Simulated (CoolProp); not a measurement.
n-perfluoropentane at several states: density (kg/m³) from the reference equation and from simpler models built on Tc = 421.0 K, pc = 2063 kPa, ω = 0.436; each cubic takes its own stable root.

Computed with CoolProp (reference Helmholtz-energy equation of state, Gao 2022).

```csv
T (K),p (kPa),phase,reference
290.4,31.6,gas,3.844
334.3,317,liquid,1476
191.7,4320,liquid,1930
310.6,1360,liquid,1571
338.4,413,liquid,1460
```

Task: How far does each simpler model (Redlich-Kwong, Soave-Redlich-Kwong) lie from the reference over these 5 states: mean and median of the absolute difference, and the worst?

Result: 
- Redlich-Kwong: mean 43.8 %, median 12.9 %, worst -97.5 % at 334.3 K and 317 kPa
- Soave-Redlich-Kwong: mean 6.5 %, median 8.4 %, worst -8.6 % at 338.4 K and 413 kPa

At some of these states Redlich-Kwong gives the other phase, because its saturation line lies elsewhere.
